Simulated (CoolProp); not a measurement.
A Linde-Hampson liquefier for nitrogen: isothermal reversible compression at 200 K from 1 atm to 40 MPa, throttling to 1 atm, return gas leaving the recuperator 10 K below the feed. Each further row changes one setting.

The numbers come from the reference Helmholtz-energy equation of state, Span 2000 in CoolProp.

| case | liquid yield per pass | compression work (kJ/kg of gas) |
|---|---|---|
| as stated | 0.233 | 340 |
| high pressure 80 MPa | 0.164 | 406 |
| warm-end temperature 230 K | 0.166 | 403 |
| warm-end gap 15 K | 0.220 | 340 |
